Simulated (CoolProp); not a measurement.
Computed with CoolProp (reference Helmholtz-energy equation of state, Lemmon 2006). It is a short technical equation, of lower accuracy than the large ones.

Problem. Give the vapour pressure (bar), vapour density (kg/m³), surface tension (mN/m) of saturated acetone at 378.7, 387.2 K.

Solution. 
| T (K) | p (bar) | vapour density (kg/m³) | surface tension (mN/m) |
|---|---|---|---|
| 378.7 | 4.28 | 9.02 | 13.0 |
| 387.2 | 5.27 | 11.1 | 12.0 |

Surface tension comes from a separate correlation (Mulero 2012).
